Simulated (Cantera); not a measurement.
Input: 1 mol Ta(OEt)5, 2.7 mol CO2, at 31.0 mbar.

Equilibrium computed with Cantera from the NASA thermochemical tables; the gas is ideal and each condensed phase is pure. Candidate condensed phases: C, C6H6, C7H8, C8H18, H2O, Ta, TaC, Ta2O5; 113 gas species. The feed counts by its element totals alone. TaC: taken at fixed stoichiometry. Condensed phases not in the tables: Ta2C. Rates play no part.

Over these rows the condensed part is C(graphite) + TaC(s). Partial pressures as log10 of bar:

| T (K) | 1000/T (1/K) | log p C2H2 (acetylene) | log p H2 | log p CO |
|---|---|---|---|---|
| 1300 | 0.7692 | -8.01 | -1.77 | -1.85 |
| 1500 | 0.6667 | ? | -1.77 | -1.85 |
| 1700 | 0.5882 | -5.91 | -1.77 | -1.85 |
| 1900 | 0.5263 | -5.19 | -1.77 | -1.85 |
| 2100 | 0.4762 | -4.62 | -1.78 | -1.85 |
| 2300 | 0.4348 | -4.16 | -1.80 | -1.86 |

**Question.** Fit log p(C2H2 (acetylene)) = a + b·(1000/T) to the five rows, give the apparent enthalpy, and predict the row at 1500 K.

**Answer.** Means: 1000/T = 0.5589, log p = -5.578. Sxy = -0.789026, Sxx = 0.0683874, so b = -11.54 and a = -5.578 − (-11.54)×0.5589 = 0.87.
Apparent enthalpy: −19.145 × (-11.54) = 221 kJ/mol. With the condensed phases at unit activity, 2 C(graphite) + H2(g) = C2H2 (acetylene)(g) links this pressure to the main gases: over the six rows their terms move log p by -0.03 in all, so the slope is close to that reaction's ΔH°. The five rows lie within 0.01 of the line.
Prediction at 1500 K: 0.87 + (-11.54)×0.6667 = -6.82. The computed value is -6.82, 0.00 from the line.
